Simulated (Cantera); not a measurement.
## Thermodynamics of silicon carbide growth, feed CH3SiCl3 + C3H8 + H2

Charge: 1 mol CH3SiCl3, 0.056 mol C3H8, 270 mol H2, held at 18.8 Torr.

These are equilibrium values from Cantera (NASA tables, ideal gas, pure condensed phases), not measurements of a reactor. Candidate condensed phases: C, C6H6, C7H8, C8H18, Si, SiC; 109 gas species. The feed counts by its element totals alone. The numbers say what is thermodynamically allowed, not how fast it happens.

```
T (K)  log p H2  log p HCl  log p H  log p C2H2 (acetylene)  log p Si  log p CH4  n C(graphite)  n SiC(s)
-----  --------  ---------  -------  ----------------------  --------  ---------  -------------  --------
1400      -1.61      -3.56    -6.12                   -7.21    -11.40      -5.58          0.138     1.000
1450      -1.61      -3.56    -5.83                   -6.92    -10.74      -5.70          0.144     0.999
1500      -1.61      -3.56    -5.56                   -6.65    -10.12      -5.80          0.147     0.999
1550      -1.61      -3.56    -5.31                   -6.40     -9.53      -5.91          0.147     0.999
1600      -1.61      -3.56    -5.07                   -6.17     -8.99      -6.00          0.143     0.999
1650      -1.61      -3.56    -4.85                   -5.95     -8.48      -6.09          0.136     0.998
1700      -1.61      -3.56    -4.64                   -5.74     -8.00      -6.18          0.123     0.998
1750      -1.61      -3.56    -4.44                   -5.55     -7.54      -6.25          0.102     0.997
1800      -1.61      -3.56    -4.25                   -5.36     -7.12      -6.33         0.0717     0.996
1850      -1.61      -3.56    -4.07                   -5.19     -6.71      -6.40         0.0281     0.994
1900      -1.61      -3.57    -3.91                   -5.10     -6.29      -6.50              0     0.989
1950      -1.61      -3.57    -3.75                   -5.07     -5.87      -6.63              0     0.976
2000      -1.61      -3.57    -3.59                   -5.01     -5.48      -6.74              0     0.947
```
log p: log10 of the partial pressure in bar; n: condensed amount in mol.

From 1400 K to 1850 K the condensed part is C(graphite) + SiC(s). From 1900 K to 2000 K the condensed part is SiC(s). The main Si-bearing gas is SiCl2 at 1400 K and Si at 2000 K. The share of Si in condensed phases is highest at 1400 K (100.0 %) and lowest at 2000 K (94.7 %).
